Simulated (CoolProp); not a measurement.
Vapour-liquid equilibrium of carbon dioxide (1) + neopentane (2) at 270.2 K; x and y are mole fractions of (1).

Computed with CoolProp (multi-fluid Helmholtz-energy mixture model, Span 1996 and Lemmon 2006; pair parameters Bell 2016).

| x | bubble pressure, mixture model (MPa) | bubble pressure, Raoult's law (MPa) | y, mixture model | y, Raoult's law |
|---|---|---|---|---|
| 0.05 | 0.2680 | 0.2210 | 0.762 | 0.729 |
| 0.15 | 0.6918 | 0.5368 | 0.906 | 0.900 |
| 0.25 | 1.091 | 0.8525 | 0.940 | 0.944 |
| 0.35 | 1.433 | 1.168 | 0.954 | 0.965 |
| 0.45 | 1.714 | 1.484 | 0.962 | 0.977 |
| 0.55 | 1.947 | 1.800 | 0.968 | 0.984 |
| 0.65 | 2.162 | 2.116 | 0.973 | 0.990 |
| 0.75 | 2.391 | 2.431 | 0.978 | 0.994 |
| 0.85 | 2.665 | 2.747 | 0.985 | 0.997 |
| 0.95 | 3.013 | 3.063 | 0.994 | 0.999 |

The largest gap from Raoult's law is +28.9 % in bubble pressure, at x = 0.15. No azeotrope shows between x = 0.05 and 0.95.

Pair parameters are fitted to limited data, so mixtures are less certain than the pure fluids. The gap from Raoult's law changes sign with composition, which may be real or a fault of the pair parameters; it wasn't checked against measurements.
